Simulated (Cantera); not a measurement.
Feed: 1 mol HMDSO, 0.16 mol CO₂, 0.42 mol H₂, equilibrated at 4.90 mbar.

These are equilibrium values from Cantera (NASA tables, ideal gas, pure condensed phases), not measurements of a reactor. Candidate condensed phases: C, C₆H₆, C₇H₈, C₈H₁₈, H₂O, Si, SiC, SiO₂; 123 gas species. The feed counts by its element totals alone. Mutual solubility and eutectic melting of coexisting phases are not modelled. The tables hold silica as quartz up to 1696 K and as liquid above; real silica turns to tridymite and cristobalite and melts near 1996 K. The numbers say what is thermodynamically allowed, not how fast it happens.

x: gas mole fraction; n: condensed amount in mol.

| T (K) | x H₂ | x CO | x H | x SiO | x CH₄ | x C₂H₂ (acetylene) | n C(graphite) | n SiC(s) | n SiO₂(β-quartz) |
|---|---|---|---|---|---|---|---|---|---|
| 1073 | 0.999 | 0.000306 | 2.00e-7 | 4.83e-8 | ___ | 7.18e-9 | 4.81 | 1.34 | 0.659 |
| 1148 | 0.997 | 0.00282 | 1.02e-6 | 7.95e-7 | ___ | 3.70e-8 | 4.78 | 1.35 | 0.647 |
| 1223 | 0.980 | 0.0196 | 4.25e-6 | 9.22e-6 | ___ | 1.54e-7 | 4.54 | 1.43 | 0.566 |
| 1298 | 0.891 | 0.109 | 1.44e-5 | 8.01e-5 | ___ | 4.97e-7 | 3.09 | 1.92 | 0.0836 |
| 1373 | 0.877 | 0.123 | 4.46e-5 | 0.000134 | ___ | 1.52e-6 | 2.84 | 2.00 | 0 |
| 1448 | 0.877 | 0.123 | 0.000123 | 0.000192 | ___ | 4.17e-6 | 2.84 | 2.00 | 0 |
| 1523 | 0.877 | 0.123 | 0.000309 | 0.000264 | ___ | 1.04e-5 | 2.85 | 2.00 | 0 |
| 1598 | 0.876 | 0.123 | 0.000712 | 0.000353 | ___ | 2.36e-5 | 2.85 | 2.00 | 0 |
| 1673 | 0.876 | 0.122 | 0.00152 | 0.000458 | ___ | 4.99e-5 | 2.85 | 2.00 | 0 |
| 1748 | 0.874 | 0.122 | 0.00305 | 0.000582 | ___ | 9.87e-5 | 2.85 | 1.99 | 0 |

Question: What belongs in the gaps?

Answer: 
- 1073, x CH₄: 0.000225
- 1148, x CH₄: 0.000116
- 1223, x CH₄: 6.27e-5
- 1298, x CH₄: 3.10e-5
- 1373, x CH₄: 1.90e-5
- 1448, x CH₄: 1.26e-5
- 1523, x CH₄: 8.67e-6
- 1598, x CH₄: 6.20e-6
- 1673, x CH₄: 4.56e-6
- 1748, x CH₄: 3.44e-6
